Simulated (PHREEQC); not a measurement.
Consider water at 25 °C with 0.024 mol/kgw CdCl2, 0.055 mol/kgw NaCl and 0.0014 mol/kgw MnSO4. Closed to the air; pH follows from the charge balance.

All values are PHREEQC results (ion-association model, phreeqc.dat), not measurements.

```yaml
pH: 5.70
ionic_strength: 0.0907 mol/kgw
density: 1.003 g/cm³
```

```tsv
species	molality	activity	log γ
Cl-	0.0809	0.0626	-0.111
Na+	0.0549	0.0434	-0.102
CdCl+	0.0153	0.0120	-0.104
Cd+2	0.00525	0.00201	-0.417
CdCl2	0.00307	0.00314	0.009
Mn+2	0.00120	0.000495	-0.386
SO4-2	0.00103	0.000395	-0.415
```

Precipitation was switched off in this run.
